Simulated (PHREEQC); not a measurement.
# Buffer with single salt, acid or base: an equilibrium model

Solution A (64 mmol/kgw NaHSO4, 26 mmol/kgw NaF and 14 mmol/kgw KCl) is mixed with solution B (0.26 mol/kgw (NH4)2HPO4) at 59 °C; shares are by mass of water, 1 kg in all. Oxygen is held at 0.21 atm. CO2 from the air is kept out. Solids allowed: Halite, Sylvite. Others were left out.

The series has 21 steps of share of solution B, from 0 to 1.

Equilibrium calculation in PHREEQC: ion-association model, phreeqc.dat.

Q: Between which two steps does the pH jump most, and from what to what?

A: Between share of solution B = 0.15 and 0.2: from 3.31 to 5.07.

The ionic strength reaches 0.72 mol/kgw; past about 0.7 this activity model is rough. Species that the database lacks are ignored. Constants without temperature data keep their 25 °C values here.
